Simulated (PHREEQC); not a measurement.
Nickel, zinc or cadmium bath: speciation

A solution holds 0.011 mol/kgw ZnCl2, 0.0031 mol/kgw KCl and 0.22 mol/kgw MnSO4, at 45 °C. Closed to the air; pH follows from the charge balance.

The numbers come from PHREEQC with the ion-association model, phreeqc.dat.

This is a speciation only: nothing precipitates in the calculation.

**Question.** Predict the pH, ionic strength.

**Answer.** pH 5.86; ionic strength 0.417 mol/kgw.

**Question.** In which forms is Mn present?

**Answer.** MnSO4 53 %, Mn+2 46 %, MnCl+ 1.0 % of the Mn.

Complexes and solids missing from the database can't appear. At this temperature some constants are extrapolated from 25 °C, and those without enthalpy data are left unchanged.
